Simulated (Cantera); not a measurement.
A freely propagating, adiabatic, planar premixed flame of CH₃OH : O₂ : N₂ = 1 : 2.03 : 7.62 (molar parts), equivalence ratio 0.74, unburnt at 475 K and 64000 Pa; mixture-averaged transport, grid criteria slope 0.08 and curve 0.16, no radiation.

Computed with Cantera and GRI-Mech 3.0 (53 species, 325 reactions). GRI-Mech 3.0 was tuned for natural gas; its chemistry of methanol as a main component is partial and can be far from experiment. Burning velocities carry a grid error of a few per cent, more on coarse grids.

Task: Predict: laminar burning velocity; thermal thickness; peak x(CO); peak x(HCO); peak x(H₂); peak x(CH₂O).

Result: 
| Property | Value |
|---|---|
| laminar burning velocity | 56.6 cm/s |
| thermal thickness | 0.613 mm |
| peak x(CO) | 0.0457 |
| peak x(HCO) | 9.92e-5 |
| peak x(H₂) | 0.0145 |
| peak x(CH₂O) | 0.00659 |
